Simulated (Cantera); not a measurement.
A perfectly stirred reactor is fed with 27.2 % H2, 14.2 % O2, 53.2 % N2, 5.43 % H2O, equivalence ratio 0.96, at 101000 Pa; it is adiabatic with a 450 K inlet, and is followed from long to short residence time, starting on the burning branch (τ in s: 0.068, 0.02, 0.0061, 0.0018, 0.00054, 0.00016, 4.7e-05, 1.4e-05, 4.2e-06).

Computed with Cantera and the H2/O2 subset of GRI-Mech 3.0, which has no nitrogen chemistry.

Question: Predict: blow-out, bracketed by the residence times tried; x(H2) at τ = 68.0 ms; x(O2) at τ = 68.0 ms; x(H2O) at τ = 68.0 ms; x(O) at τ = 68.0 ms; x(OH) at τ = 68.0 ms; x(H2) at τ = 0.540 ms; x(O2) at τ = 0.540 ms; x(H2O) at τ = 0.540 ms; x(O) at τ = 0.540 ms; x(OH) at τ = 0.540 ms.

Answer: 
| Property | Value |
|---|---|
| blow-out, bracketed by the residence times tried | burning at 14.0 µs, out at 4.20 µs |
| x(H2) at τ = 68.0 ms | 0.0105 |
| x(O2) at τ = 68.0 ms | 0.00984 |
| x(H2O) at τ = 68.0 ms | 0.359 |
| x(O) at τ = 68.0 ms | 0.000682 |
| x(OH) at τ = 68.0 ms | 0.00778 |
| x(H2) at τ = 0.540 ms | 0.0322 |
| x(O2) at τ = 0.540 ms | 0.0200 |
| x(H2O) at τ = 0.540 ms | 0.319 |
| x(O) at τ = 0.540 ms | 0.00434 |
| x(OH) at τ = 0.540 ms | 0.0144 |
